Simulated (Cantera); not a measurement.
**Silicon etching in halogen gases: Si + HBr**

A closed system holds: 1 mol Si, 15 mol HBr, held at 13.3 mbar.

These are equilibrium values from Cantera (NASA tables, ideal gas, pure condensed phases), not measurements of a reactor. Candidate condensed phases: Br2, Si; 19 gas species. The tables' values for SiBr3 are old estimates; treat these amounts as uncertain. The numbers say what is thermodynamically allowed, not how fast it happens.

From 327 °C to 1002 °C nothing is condensed. The main Si-bearing gas is SiBr4 throughout.

| T (°C) | x HBr | x H2 | x SiBr4 | x SiBr2 |
|---|---|---|---|---|
| 327 | 0.786 | 0.143 | 0.0714 | <1e-12 |
| 402 | 0.786 | 0.143 | 0.0714 | <1e-12 |
| 477 | 0.786 | 0.143 | 0.0714 | 4.59e-11 |
| 552 | 0.786 | 0.143 | 0.0714 | 2.80e-9 |
| 627 | 0.786 | 0.143 | 0.0714 | 8.50e-8 |
| 702 | 0.786 | 0.143 | 0.0714 | 1.51e-6 |
| 777 | 0.786 | 0.143 | 0.0712 | 1.75e-5 |
| 852 | 0.785 | 0.143 | 0.0708 | 0.000145 |
| 927 | 0.785 | 0.142 | 0.0692 | 0.000892 |
| 1002 | 0.787 | 0.138 | 0.0642 | 0.00407 |
x: gas mole fraction; nothing condenses.
